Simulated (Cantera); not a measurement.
A perfectly stirred reactor is fed with CH4 : CO2 : H2 = 1 : 0.47 : 0.18 (molar parts), at 10.0 bar; it is held at 1873 K, and followed from long to short residence time.

Model: GRI-Mech 3.0 (53 species, 325 reactions), integrated in Cantera. GRI-Mech 3.0 stops at C3 and has no aromatics, soot or wall deposition, so with more carbon than oxygen in the feed, carbon stays in small species such as C2H2 where larger ones or solid carbon would form.

Problem. What does this change do: temperature 1873 to 2125 K?

Solution. 
```
quantity                  before     after
----------------------  --------  --------
x(CH4) at τ = 0.380 s     0.0411    0.0104
x(CO2) at τ = 0.380 s    0.00223  0.000137
x(H2) at τ = 0.380 s       0.562     0.602
x(CH2O) at τ = 0.380 s   7.94e-7   7.47e-7
x(C2H6) at τ = 0.380 s   3.13e-5   3.28e-6
x(CH4) at τ = 7.80 ms     0.0841    0.0218
x(CO2) at τ = 7.80 ms     0.0284   0.00445
x(H2) at τ = 7.80 ms       0.438     0.563
x(CH2O) at τ = 7.80 ms   2.67e-6   1.26e-6
x(C2H6) at τ = 7.80 ms  0.000113   1.16e-5
```

Problem. What does this change do: temperature 1873 to 2023 K?

Solution. 
```json
[
 {"quantity": "x(CH4) at τ = 0.380 s", "before": "0.0411", "after": "0.0177"},
 {"quantity": "x(CO2) at τ = 0.380 s", "before": "0.00223", "after": "0.000398"},
 {"quantity": "x(H2) at τ = 0.380 s", "before": "0.562", "after": "0.594"},
 {"quantity": "x(CH2O) at τ = 0.380 s", "before": "7.94e-7", "after": "7.57e-7"},
 {"quantity": "x(C2H6) at τ = 0.380 s", "before": "3.13e-5", "after": "7.83e-6"},
 {"quantity": "x(CH4) at τ = 7.80 ms", "before": "0.0841", "after": "0.0368"},
 {"quantity": "x(CO2) at τ = 7.80 ms", "before": "0.0284", "after": "0.00944"},
 {"quantity": "x(H2) at τ = 7.80 ms", "before": "0.438", "after": "0.525"},
 {"quantity": "x(CH2O) at τ = 7.80 ms", "before": "2.67e-6", "after": "1.70e-6"},
 {"quantity": "x(C2H6) at τ = 7.80 ms", "before": "0.000113", "after": "2.81e-5"}
]
```
